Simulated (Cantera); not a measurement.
Input: 1 mol BN, 11 mol O2, 64 mol N2, 2.4 mol H2O, equilibrated at 1150 °C and 13.3 mbar.

These are equilibrium values from Cantera (NASA tables, ideal gas, pure condensed phases), not measurements of a reactor. Candidate condensed phases: B, BN, B2O3, B3O3H3, H2O; 39 gas species. Gases not in the tables: H3BO3. Equilibrium is a limit: real reactors are often held back by kinetics, nucleation or transport.

Base state: N2 0.830, O2 0.132, H2O 0.0246, HBO2 0.0125, NO 0.000669, B2O3 0.000186, OH 5.02e-5, BO2 3.16e-5 (mole fractions); condensed: gas only.

Question: What changes in the equilibrium state with this change: temperature from 1150 °C to 875 °C?

Answer: 
| species | before | after |
|---|---|---|
| N2 | 0.830 | 0.836 |
| O2 | 0.132 | 0.133 |
| H2O | 0.0246 | 0.0308 |
| HBO2 | 0.0125 | 0.000583 |
| B2O3 | 0.000186 | 1.17e-7 |
| BO2 | 3.16e-5 | 5.10e-8 |
| OH | 5.02e-5 | 2.09e-6 |
| B2O3(l), mol | 0 | 0.476 |

Question: What changes in the equilibrium state with this change: H2O from 2.4 to 0.13 mol?

Answer: 
```json
[
 {"species": "N2", "before": "0.830", "after": "0.860"},
 {"species": "O2", "before": "0.132", "after": "0.136"},
 {"species": "HBO2", "before": "0.0125", "after": "0.00238"},
 {"species": "H2O", "before": "0.0246", "after": "0.000541"},
 {"species": "OH", "before": "5.02e-5", "after": "7.51e-6"},
 {"species": "B2O3", "before": "0.000186", "after": "0.000309"},
 {"species": "B2O3(l), mol", "before": "0", "after": "0.386"}
]
```
